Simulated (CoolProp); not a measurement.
Vapour pressure (MPa) of o-xylene: the reference equation beside estimates from Tc = 357.1 °C, pc = 3.737 MPa, ω = 0.312.

The numbers come from the reference Helmholtz-energy equation of state, Zhou 2012 in CoolProp.

```json
[
 {"T (°C)": "174.15", "reference": "0.2098", "Lee-Kesler": "0.2101", "van der Waals": "0.8034", "Redlich-Kwong": "0.3667", "Soave-Redlich-Kwong": "0.2099", "Peng-Robinson": "0.2090"},
 {"T (°C)": "186.15", "reference": "0.2728", "Lee-Kesler": "0.2741", "van der Waals": "0.9171", "Redlich-Kwong": "0.4549", "Soave-Redlich-Kwong": "0.2739", "Peng-Robinson": "0.2720"},
 {"T (°C)": "198.25", "reference": "[?]", "Lee-Kesler": "0.3526", "van der Waals": "[?]", "Redlich-Kwong": "0.5581", "Soave-Redlich-Kwong": "0.3527", "Peng-Robinson": "0.3495"},
 {"T (°C)": "210.35", "reference": "0.4430", "Lee-Kesler": "0.4471", "van der Waals": "1.177", "Redlich-Kwong": "0.6768", "Soave-Redlich-Kwong": "0.4478", "Peng-Robinson": "0.4429"},
 {"T (°C)": "222.35", "reference": "0.5526", "Lee-Kesler": "0.5583", "van der Waals": "1.321", "Redlich-Kwong": "0.8110", "Soave-Redlich-Kwong": "[?]", "Peng-Robinson": "0.5533"},
 {"T (°C)": "234.45", "reference": "0.6827", "Lee-Kesler": "0.6902", "van der Waals": "1.478", "Redlich-Kwong": "0.9639", "Soave-Redlich-Kwong": "0.6938", "Peng-Robinson": "0.6847"},
 {"T (°C)": "246.45", "reference": "[?]", "Lee-Kesler": "0.8425", "van der Waals": "[?]", "Redlich-Kwong": "1.134", "Soave-Redlich-Kwong": "0.8486", "Peng-Robinson": "0.8372"},
 {"T (°C)": "258.55", "reference": "1.009", "Lee-Kesler": "1.020", "van der Waals": "1.823", "Redlich-Kwong": "1.325", "Soave-Redlich-Kwong": "1.030", "Peng-Robinson": "1.016"},
 {"T (°C)": "270.65", "reference": "1.212", "Lee-Kesler": "1.224", "van der Waals": "[?]", "Redlich-Kwong": "1.537", "Soave-Redlich-Kwong": "1.238", "Peng-Robinson": "1.221"},
 {"T (°C)": "282.65", "reference": "1.442", "Lee-Kesler": "1.455", "van der Waals": "2.215", "Redlich-Kwong": "1.769", "Soave-Redlich-Kwong": "1.473", "Peng-Robinson": "1.455"}
]
```

What belongs in the gaps?


- 198.25, reference: 0.3501
- 198.25, van der Waals: 1.042
- 222.35, Soave-Redlich-Kwong: 0.5602
- 246.45, reference: 0.8333
- 246.45, van der Waals: 1.644
- 270.65, van der Waals: 2.014

Absolute difference from the reference over all 10 rows, mean and median: Lee-Kesler 0.8 and 1.0 %, van der Waals 143.6 and 127.8 %, Redlich-Kwong 45.9 and 44.0 %, Soave-Redlich-Kwong 1.3 and 1.5 %, Peng-Robinson 0.4 and 0.3 %.
